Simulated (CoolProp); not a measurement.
Saturated liquid density (kg/m³) of the fluoroketone C6F12O (FK-5-1-12): the reference equation beside estimates from Tc = 441.8 K, pc = 18.69 bar, ω = 0.471. Rackett uses Z = 0.29056 − 0.08775 ω.

Model: reference Helmholtz-energy equation of state, McLinden 2015, in CoolProp.

```tsv
T (K)	reference	Rackett	van der Waals	Soave-Redlich-Kwong
236.2	1777	1971	1033	1606
246.7	1749	1938	1018	1586
257.3	1720	1905	1003	1564
267.9	1690	1871	986.9	1540
278.4	1660	1836	970.4	1515
289	1629	1800	953.0	1488
299.6	1598	1763	935.0	1460
310.2	1565	1724	916.1	1429
320.7	1532	1685	896.6	1396
```

Absolute difference from the reference over all 9 rows, mean and median: Rackett 10.5 and 10.6 %, van der Waals 41.6 and 41.5 %, Soave-Redlich-Kwong 8.9 and 8.9 %.
